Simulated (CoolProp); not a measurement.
Vapour-liquid equilibrium of acetone (1) + benzene (2) at 0.0257 MPa; x and y are mole fractions of (1).

Model: multi-fluid Helmholtz-energy mixture model, Lemmon 2006 and Thol 2012; pair parameters Bell 2016, in CoolProp.

```tsv
x	bubble temperature (K)	y at the bubble point	dew temperature at overall composition x (K)	liquid density (mol/L)
0.05	311.7	0.150	313.5	11.08
0.15	307.5	0.353	311.7	11.32
0.25	304.5	0.487	309.7	11.55
0.35	302.3	0.586	307.6	11.79
0.45	300.5	0.664	305.4	12.03
0.55	299.0	0.732	303.1	12.28
0.65	297.7	0.794	300.8	12.54
0.75	296.5	0.852	298.6	12.82
0.85	295.5	0.910	296.6	13.12
0.95	294.5	0.969	294.8	13.43
```

No azeotrope shows between x = 0.05 and 0.95.

Pair parameters are fitted to limited data, so mixtures are less certain than the pure fluids.
